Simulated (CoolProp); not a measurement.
Computed with CoolProp (reference Helmholtz-energy equation of state, Lemmon 2006). It is a short technical equation, of lower accuracy than the large ones.

**Question.** Give the vapour pressure (MPa), vapour Z, surface tension (mN/m) of saturated CH3F (R41) at 236, 261, 273.5 K.

**Answer.** 
```
T (K)  p (MPa)  vapour Z  surface tension (mN/m)
-----  -------  --------  ----------------------
236      0.638     0.867                    9.30
261       1.45     0.775                    5.89
273.5     2.06     0.716                    4.31
```

Surface tension comes from a separate correlation (Mulero 2012).
